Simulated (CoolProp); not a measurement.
Model: reference Helmholtz-energy equation of state, Tillner-Roth 1997, in CoolProp.

Q: Give the vapour pressure (MPa), liquid cp (kJ/(kg K)), vapour Z, vapour viscosity (µPa s) of saturated CH2F2 (R32) at 165.9, 212.7 K.

A: 
| T (K) | p (MPa) | liquid cp (kJ/(kg K)) | vapour Z | vapour viscosity (µPa s) |
|---|---|---|---|---|
| 165.9 | 0.00192 | 1.56 | 0.997 | 7.33 |
| 212.7 | 0.0633 | 1.58 | 0.969 | 9.46 |

Viscosity comes from a separate model (Bell 2016), an estimate that may be off by 10 % or more.
